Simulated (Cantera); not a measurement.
A closed system holds: 1 mol SiHCl3, 0.38 mol N2, held at 2100 K and 40.0 Pa.

Cantera equilibrium calculation (NASA polynomials, part measured and part estimated; ideal gas, pure solids and liquids). Candidate condensed phases: NH4Cl, Si, Si3N4; 28 gas species. The tables' values for SiCl, SiCl3, SiN are old estimates; treat these amounts as uncertain. Kinetics and transport are ignored.

Base state: SiCl2 0.326, HCl 0.267, Cl 0.163, N2 0.139, H2 0.0353, H 0.0293, Si 0.0252, SiCl 0.0135 (mole fractions); condensed: gas only.

What changes in the equilibrium state with this change: pressure from 40.0 Pa to 1.33 mbar?


```csv
species,before,after
SiCl2,0.326,0.374
HCl,0.267,0.306
N2,0.139,0.149
Cl,0.163,0.103
Si,0.0252,0.00654
SiCl,0.0135,0.00733
H,0.0293,0.0160
H2,0.0353,0.0350
SiCl4,7.07e-6,3.59e-5
Si2,2.49e-5,5.57e-6
```
